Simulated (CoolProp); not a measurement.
Vapour-liquid equilibrium of R125 (1) + isobutane (2) at -45.15 °C; x and y are mole fractions of (1).

Values from CoolProp's multi-fluid Helmholtz-energy mixture model, Lemmon 2005 and Bücker 2006; pair parameters Bell 2016.

| x | bubble pressure (MPa) | y at the bubble point | dew pressure at overall composition x (MPa) | liquid density (mol/L) |
|---|---|---|---|---|
| 0.05 | 0.04570 | 0.537 | 0.02305 | 10.88 |
| 0.2 | 0.09088 | 0.790 | 0.02723 | 11.04 |
| 0.35 | 0.1092 | 0.838 | 0.03322 | 11.21 |
| 0.5 | 0.1147 | 0.852 | 0.04257 | 11.41 |
| 0.65 | 0.1162 | 0.857 | 0.05903 | 11.65 |
| 0.8 | 0.1180 | 0.872 | 0.09445 | 11.96 |
| 0.95 | 0.1189 | 0.940 | 0.1187 | 12.36 |

y crosses x between x = 0.8 and 0.95: the model has an azeotrope there.

The pair parameters rest on a limited set of measurements; away from them the model extrapolates. With so large a gap from Raoult's law the liquid may split in two, which this calculation doesn't test in full.
